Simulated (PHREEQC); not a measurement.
Solution (20 °C): 0.0056 mol/kgw CuCl2, 0.033 mol/kgw H2SO4 and 0.037 mol/kgw H3BO3. Closed to the air; pH follows from the charge balance.

Model: ion-association model, wateq4f.dat, run in PHREEQC.

```
quantity                    before     after
------------------------  --------  --------
pH                            1.41      1.26
ionic strength (mol/kgw)    0.0691    0.0914
SO4-2 (mol/kgw)             0.0113    0.0143
H2BO3- (mol/kgw)          6.56e-10  4.83e-10
```

Task: Which change was made?
A) H2SO4 from 0.033 to 0.0495 mol/kgw
B) H3BO3 replaced by Cu(BF4)2 at the same molality
C) diluted 10-fold with water
D) CuCl2 replaced by CdCl2 at the same molality
E) CuCl2 left out

Result: A, H2SO4 from 0.033 to 0.0495 mol/kgw

No solid was allowed to form.
